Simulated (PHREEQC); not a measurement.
H3PO4 is added in steps, without added water, to 1 kg of water holding 36 mmol/kgw NH4Cl and 9.9 mmol/kgw NaOH, at 25 °C. Oxygen is held at 0.21 atm. No CO2 enters from the air. Solids allowed: Halite. Others were left out.

Base run: PHREEQC, ion-association model, wateq4f.dat. Each further column changes one thing. The table gives H3PO4 (mol/kgw).

```
H3PO4 added (mol)     base  diluted 100-fold with water  NaOH from 0.0099 to 0.00099 mol/kgw  NH4Cl left out  no solid may form
-----------------  -------  ---------------------------  -----------------------------------  --------------  -----------------
0                        0                            0                                    0               0                  0
0.01875            0.00516                      0.00976                              0.00896         0.00542            0.00516
0.0375              0.0183                       0.0234                               0.0223          0.0188             0.0183
0.05625             0.0326                       0.0380                               0.0367          0.0334             0.0326
0.075               0.0476                       0.0532                               0.0518             [?]             0.0476
0.09375             0.0631                       0.0688                                  [?]          0.0641             0.0631
0.1062              0.0736                       0.0794                               0.0778          0.0746             0.0736
0.125               0.0895                       0.0954                               0.0937          0.0906             0.0895
0.1437               0.106                          [?]                                  [?]           0.107              0.106
0.1625               0.122                        0.128                                0.126           0.123              0.122
0.1812               0.138                        0.144                                0.143           0.140              0.138
0.2                  0.155                        0.161                                0.159             [?]              0.155
```

Q: Some entries are withheld; supply them.

A: 
- 0.075, NH4Cl left out: 0.0485
- 0.09375, NaOH from 0.0099 to 0.00099 mol/kgw: 0.0673
- 0.1437, diluted 100-fold with water: 0.112
- 0.1437, NaOH from 0.0099 to 0.00099 mol/kgw: 0.110
- 0.2, NH4Cl left out: 0.156

H3PO4, which wateq4f.dat lacks, is added to it with the constant of phreeqc.dat.
